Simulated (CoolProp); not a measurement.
Properties of C2F6 (R116) along the isobar 1.01 bar.

Values from CoolProp's reference Helmholtz-energy equation of state, Lemmon 2006. It is a short technical equation, of lower accuracy than the large ones.

| T (°C) | phase | density (kg/m³) | cp (kJ/(kg K)) | isothermal compressibility (1/MPa) |
|---|---|---|---|---|
| -30.95 | gas | 7.072 | 0.6869 | 10.12 |
| -12.75 | gas | 6.547 | 0.7164 | 10.07 |
| 5.55 | gas | 6.096 | 0.7456 | 10.03 |
| 23.85 | gas | 5.705 | 0.7739 | 10.01 |
| 42.15 | gas | 5.363 | 0.8013 | 9.988 |
| 60.45 | gas | 5.061 | 0.8276 | 9.972 |
| 78.75 | gas | 4.792 | 0.8526 | 9.959 |
| 96.95 | gas | 4.552 | 0.8762 | 9.949 |
| 115.25 | gas | 4.334 | 0.8987 | 9.941 |
| 133.55 | gas | 4.136 | 0.9199 | 9.934 |
| 151.85 | gas | 3.956 | 0.9398 | 9.928 |
